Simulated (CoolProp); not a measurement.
R1132(E) along the isotherm 126.85 °C: density (kg/m³) from the reference equation and from simpler models built on Tc = 75.7 °C, pc = 51.74 bar, ω = 0.245; each cubic takes its own stable root.

Computed with CoolProp (reference Helmholtz-energy equation of state, Akasaka 2024).

| p (bar) | phase | reference | ideal gas | van der Waals | Redlich-Kwong |
|---|---|---|---|---|---|
| 7.22 | gas | 14.34 | 13.90 | 14.33 | 14.37 |
| 14.4 | gas | 29.55 | 27.73 | 29.55 | 29.67 |
| 21.7 | gas | 46.15 | 41.78 | 46.19 | 46.43 |
| 28.9 | gas | 63.83 | 55.64 | 64.02 | 64.38 |
| 36.1 | gas | 83.04 | 69.51 | 83.60 | 84.01 |
| 43.3 | gas | 104.1 | 83.37 | 105.4 | 105.7 |
| 50.6 | gas | 127.7 | 97.43 | 130.6 | 130.2 |
| 57.8 | supercritical | 153.6 | 111.3 | 159.5 | 157.4 |
| 65 | supercritical | 182.8 | 125.2 | 194.2 | 188.4 |
